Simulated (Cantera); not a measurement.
Cantera with NASA thermochemical tables; ideal gases at 1 bar, condensed phases pure. Values are per mole of reaction as written; species without (g) are pure solids or liquids, kept so even where they would boil at 1 bar.

Question: Between 1125 and 1625 K, where is each reaction favourable under standard conditions?
- 6 NO2(g) + 4 Cr2N → 5 N2(g) + 4 Cr2O3

Answer: 
- 6 NO2(g) + 4 Cr2N → 5 N2(g) + 4 Cr2O3: ΔG° is -3806 kJ at 1125 K and -3619 kJ at 1625 K; it stays negative (K > 1). ΔH° is -4241 kJ and ΔS° -383 J/K at 1625 K.
